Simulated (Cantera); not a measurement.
# Pyrogenic steam for wet oxidation

A perfectly stirred reactor is fed with H2 : O2 : N2 = 1.2 : 1 : 0.73 (molar parts), at 750 Torr; it is held at 1150 K, and followed from long to short residence time.

Model: GRI-Mech 3.0 (53 species, 325 reactions), integrated in Cantera. The temperature is held fixed by assumption; the heat of reaction is taken as removed at once.

| τ (s) | x H2 | x O2 | x O | x OH | x NO | x H |
|---|---|---|---|---|---|---|
| 1.3 | 0.00232 | 0.173 | 1.46e-6 | 8.53e-6 | 7.14e-9 | 4.89e-7 |
| 0.39 | 0.00505 | 0.174 | 3.69e-6 | 1.27e-5 | 7.28e-9 | 1.55e-6 |
| 0.12 | 0.0109 | 0.176 | 8.15e-6 | 1.85e-5 | 6.14e-9 | 4.67e-6 |
| 0.037 | 0.0224 | 0.181 | 1.65e-5 | 2.79e-5 | 5.39e-9 | 1.37e-5 |
| 0.011 | 0.0401 | 0.188 | 3.48e-5 | 4.94e-5 | 6.76e-9 | 4.08e-5 |
| 0.0035 | 0.0544 | 0.194 | 8.29e-5 | 0.000110 | 1.32e-8 | 0.000118 |
| 0.0011 | 0.0646 | 0.198 | 0.000221 | 0.000286 | 3.26e-8 | 0.000359 |
x: mole fraction; the columns are a selection and need not sum to one.
